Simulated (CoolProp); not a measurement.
n-dodecane at several states: density (kg/m³) from the reference equation and from simpler models built on Tc = 385.0 °C, pc = 1818 kPa, ω = 0.574; each cubic takes its own stable root.

Model: reference Helmholtz-energy equation of state, Lemmon 2004, in CoolProp. It is a short technical equation, of lower accuracy than the large ones.

| T (°C) | p (kPa) | phase | reference |
|---|---|---|---|
| 81.15 | 27.3 | liquid | 704.1 |
| 206.75 | 632 | liquid | 604.2 |
| -4.35 | 1930 | liquid | 768.8 |

Question: How far does each simpler model (van der Waals, Redlich-Kwong, Peng-Robinson) lie from the reference over these 3 states: mean and median of the absolute difference, and the worst?

Answer: 
- van der Waals: mean 65.5 %, median 48.9 %, worst -99.8 % at 81.15 °C and 27.3 kPa
- Redlich-Kwong: mean 24.2 %, median 24.3 %, worst -24.5 % at 206.75 °C and 632 kPa
- Peng-Robinson: mean 9.4 %, median 9.1 %, worst -12.3 % at -4.35 °C and 1930 kPa

At some of these states van der Waals gives the other phase, because its saturation line lies elsewhere.
